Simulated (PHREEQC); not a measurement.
PHREEQC input (ion-association model, wateq4f.dat):

```
SOLUTION_MASTER_SPECIES
  An  An-  0  An  62.0  # stands for a non-complexing anion
SOLUTION_SPECIES
  An- = An-
    -log_k 0
    -gamma 3.0 0
  SO4-2 + 10H+ + 8e- = H2S + 4H2O  # shut off: sulfate is not reduced
    -log_k -100
    -delta_h 0
    -analytic -100
PHASES
  Fix_H+
    H+ = H+
    -log_k 0
SOLUTION 1
  temp 25
  units mmol/kgw
  pH 7 charge
  S(6) 0.00064
  Zn 0.00064
  Cl 0.005
  Mn(2) 0.0025
  Na 5
  An 5
END
SELECTED_OUTPUT 1
  -reset false
  -pH true
  -pe true
  -ionic_strength true
  -water true
  -totals Cl Mn Na S Zn Mn(2) Mn(3) Mn(6) Mn(7) S(-2)
    S(6)
  -molalities Hfo_wOH Hfo_wOH2+ Hfo_wO- Hfo_sOH Hfo_sOH2+ Hfo_sO- Hfo_sOMn+ Hfo_wOMn+ Hfo_sOZn+ Hfo_wOZn+
    Hfo_wSO4- Hfo_wOHSO4-2
  -saturation_indices Pyrochroite Zn(OH)2-e Zn4(OH)6SO4 Zn5(OH)8Cl2 Halite Mirabilite Goslarite
USER_PUNCH 1
  -headings sigma psi
  10 PUNCH EDL("sigma", "Hfo"), EDL("psi", "Hfo")
PRINT
  -reset false
USE solution 1
SURFACE 1
  Hfo_wOH 2.92135e-05 600 0.013
  Hfo_sOH 7.30337e-07
EQUILIBRIUM_PHASES 1
  Fix_H+ -3 HAn 10
    -force_equality true
END
# ... the last block is repeated for the other 16 points of pH, with NaOH or the acid as the point needs
```

Selected output (columns that matter, 14 of 17 rows; pH added in front):

```
pH	mu	Mn	Na	S	Zn	si_Pyrochroite	si_Zn(OH)2-e	si_Zn4(OH)6SO4	si_Zn5(OH)8Cl2	si_Halite	si_Mirabilite	si_Goslarite	sigma	psi
3	0.0060985	2.5e-06	0.005	5.8443e-10	6.4e-07	-14.94	-11.832	-45.142	-56.835	-9.2562	-12.974	-13.787	0.28996	0.21314
3.38	0.005467	2.5e-06	0.005	7.7691e-10	6.4e-07	-14.174	-11.066	-42.688	-53.76	-9.2527	-12.823	-13.632	0.24642	0.20759
3.75	0.0052083	2.5e-06	0.005	1.3906e-09	6.4e-07	-13.431	-10.323	-40.194	-50.784	-9.2512	-12.558	-13.366	0.20248	0.19875
4.5	0.0050483	2.5e-06	0.005	7.9099e-09	6.3993e-07	-11.929	-8.8212	-34.926	-44.775	-9.2503	-11.795	-12.603	0.1245	0.1746
4.88	0.0050273	2.4999e-06	0.005	2.2919e-08	6.3966e-07	-11.169	-8.0611	-32.183	-41.734	-9.2501	-11.332	-12.14	0.093711	0.16015
5.25	0.0050183	2.4998e-06	0.005	6.7559e-08	6.3846e-07	-10.429	-7.3219	-29.496	-38.778	-9.2501	-10.862	-11.671	0.069609	0.145
5.62	0.0050142	2.4989e-06	0.005	1.8284e-07	6.3311e-07	-9.6892	-6.5856	-26.858	-35.837	-9.2501	-10.43	-11.242	0.050922	0.12912
6.38	0.005011	2.4788e-06	0.005	5.4605e-07	5.28e-07	-8.1727	-5.1452	-22.141	-30.155	-9.25	-9.9546	-10.846	0.025485	0.09454
6.75	0.0050099	2.43e-06	0.005	6.1455e-07	3.7309e-07	-7.4413	-4.5574	-20.479	-27.955	-9.25	-9.9032	-10.947	0.017383	0.076283
7.12	0.0050091	2.3255e-06	0.0050003	6.3405e-07	2.2257e-07	-6.7205	-4.0452	-19.156	-26.134	-9.25	-9.8896	-11.161	0.011304	0.057309
7.5	0.0050092	2.138e-06	0.0050015	6.3874e-07	1.2072e-07	-5.9972	-3.561	-17.976	-24.474	-9.2499	-9.8862	-11.434	0.0065921	0.037401
8.25	0.0050099	1.0436e-06	0.0050061	6.3994e-07	2.1747e-08	-4.81	-2.9521	-17.04	-22.929	-9.2495	-9.8845	-12.324	-1.4336e-05	-8.8708e-05
8.62	0.0050119	3.8178e-07	0.0050103	6.3999e-07	1.1165e-08	-4.5088	-2.8165	-17.237	-22.991	-9.2491	-9.8838	-12.928	-0.0029947	-0.018147
9	0.0050181	8.9362e-08	0.0050175	6.4e-07	8.5197e-09	-4.3847	-2.7497	-17.73	-23.417	-9.2486	-9.8826	-13.622	-0.0067487	-0.038128
```

Species that the database lacks are ignored. The oxide is taken as insoluble; below pH 4 it would dissolve.
